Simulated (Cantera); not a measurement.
**PbO + CH4 + CO (carbothermic reduction)**

Charge: 1 mol PbO, a varied amount of CH4, 0.011 mol CO, equilibrated at 1025 °C and 40.5 Torr.

Cantera equilibrium calculation (NASA polynomials, part measured and part estimated; ideal gas, pure solids and liquids). Candidate condensed phases: C, C6H6, C7H8, C8H18, H2O, Pb, PbO, PbO2, Pb3O4; 113 gas species. Kinetics and transport are ignored.

From 0.48 mol CH4 to 1 mol CH4 the condensed part is Pb(l). From 1.3 mol CH4 to 3.4 mol CH4 the condensed part is C(graphite) + Pb(l). The main Pb-bearing gas is Pb throughout. The share of Pb in condensed phases is highest at 0.48 mol CH4 (92.8 %) and lowest at 3.4 mol CH4 (61.2 %).

```tsv
n(CH4) (mol)	x H2	x CO	x H2O	x CO2	x Pb	x CH4	x Pb2	n Pb(l)	n C(graphite)
0.48	0.378	0.233	0.252	0.0889	0.0474	1.08e-8	4.43e-6	0.928	0
0.61	0.479	0.272	0.152	0.0494	0.0474	4.23e-8	4.43e-6	0.908	0
0.78	0.564	0.300	0.0684	0.0207	0.0474	1.69e-7	4.43e-6	0.883	0
1	0.633	0.320	0.000117	3.36e-5	0.0474	0.000150	4.43e-6	0.850	0
1.3	0.686	0.267	9.18e-5	2.03e-5	0.0474	0.000202	4.43e-6	0.821	0.300
1.6	0.724	0.229	8.31e-5	1.50e-5	0.0474	0.000225	4.43e-6	0.791	0.599
2.1	0.768	0.185	7.12e-5	9.77e-6	0.0474	0.000253	4.43e-6	0.741	1.10
2.7	0.802	0.150	6.05e-5	6.45e-6	0.0474	0.000277	4.43e-6	0.681	1.70
3.4	0.829	0.123	5.13e-5	4.35e-6	0.0474	0.000296	4.43e-6	0.612	2.40
```
x: gas mole fraction; n: condensed amount in mol.
